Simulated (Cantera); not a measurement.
Ammonia decomposition in nitride growth gas

An isothermal, constant-pressure homogeneous reactor starts with NH3 : H2 = 1 : 0.18 (molar parts), at 1725 K and 20.0 Torr.

Computed with Cantera and the gas-phase N/H chemistry of the illustrative SiF4/NH3 mechanism in the Surface Chemkin manual (1991). Walls and surfaces, which speed up NH3 decomposition in real reactors, are not modelled.

| t (s) | x NH3 | x H2 | x N2H4 | x N2 | x NH | x NH2 | x H |
|---|---|---|---|---|---|---|---|
| 4.00e-5 | 0.847 | 0.153 | <1e-12 | <1e-12 | 2.00e-12 | 5.27e-7 | 5.96e-8 |
| 0.000102 | 0.847 | 0.153 | <1e-12 | <1e-12 | 2.14e-11 | 1.38e-6 | 1.19e-7 |
| 0.000261 | 0.847 | 0.153 | 1.71e-12 | 9.66e-12 | 2.12e-10 | 3.55e-6 | 2.71e-7 |
| 0.000666 | 0.847 | 0.153 | 1.28e-11 | 5.37e-10 | 1.77e-9 | 9.10e-6 | 6.60e-7 |
| 0.00170 | 0.847 | 0.153 | 8.78e-11 | 1.84e-8 | 1.27e-8 | 2.32e-5 | 1.65e-6 |
| 0.00434 | 0.847 | 0.153 | 5.80e-10 | 4.46e-7 | 8.40e-8 | 5.91e-5 | 4.16e-6 |
| 0.0111 | 0.847 | 0.153 | 3.64e-9 | 9.36e-6 | 5.05e-7 | 0.000148 | 1.04e-5 |
| 0.0283 | 0.846 | 0.153 | 1.51e-8 | 0.000156 | 1.92e-6 | 0.000300 | 2.12e-5 |
| 0.0722 | 0.843 | 0.155 | 1.98e-8 | 0.000980 | 2.48e-6 | 0.000344 | 2.48e-5 |
| 0.184 | 0.835 | 0.161 | 1.96e-8 | 0.00320 | 2.49e-6 | 0.000342 | 2.58e-5 |
| 0.471 | 0.815 | 0.176 | 1.89e-8 | 0.00871 | 2.50e-6 | 0.000336 | 2.84e-5 |
| 1.20 | 0.766 | 0.212 | 1.73e-8 | 0.0219 | 2.51e-6 | 0.000322 | 3.47e-5 |
| 3.07 | 0.660 | 0.289 | 1.41e-8 | 0.0507 | 2.49e-6 | 0.000290 | 4.97e-5 |
| 7.83 | 0.470 | 0.428 | 8.91e-9 | 0.102 | 2.31e-6 | 0.000231 | 8.19e-5 |
| 20.0 | 0.236 | 0.598 | 3.46e-9 | 0.165 | 1.85e-6 | 0.000144 | 0.000142 |
x: mole fraction; the columns are a selection and need not sum to one.

Equilibrium at this temperature and pressure: NH3 2.93e-7, H2 0.770, N2H4 <1e-12, N2 0.229, NH 7.18e-11, NH2 9.85e-10, H 0.00100 (gas phase only).
